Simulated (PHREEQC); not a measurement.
2.1 g of hydrous ferric oxide (600 m²/g; 0.2 weak and 0.005 strong sites per Fe, Dzombak-Morel constants, diffuse double layer) in 1 kg of water with 0.01 mol/kgw of an inert sodium salt and 0.16 mmol/kgw BaCl2, at 25 °C; the pH is set by adding NaOH or the inert anion's acid. Oxygen is held at 0.21 atm. No CO2 enters from the air. Nothing may precipitate in this run.

Base run: PHREEQC, ion-association model, wateq4f.dat. Each further column changes one thing. The table gives surface potential ψ (mV).

| pH | base | background salt from 0.01 to 0.001 mol/kgw | oxide from 2.1 to 10 g/kgw |
|---|---|---|---|
| 4 | 183 | 202 | 177 |
| 4.67 | 163 | 179 | 159 |
| 5.33 | 138 | 151 | 137 |
| 6 | 110 | 118 | 109 |
| 6.67 | 78 | 82 | 77 |
| 7.33 | 45 | 47 | 44 |
| 8 | 10 | 11 | 7 |
| 8.67 | -26 | -27 | -29 |
| 9.33 | -61 | -64 | -65 |
| 10 | -94 | -100 | -98 |
| 10.67 | -125 | -134 | -127 |
| 11.33 | -149 | -160 | -150 |
| 12 | -164 | -171 | -163 |
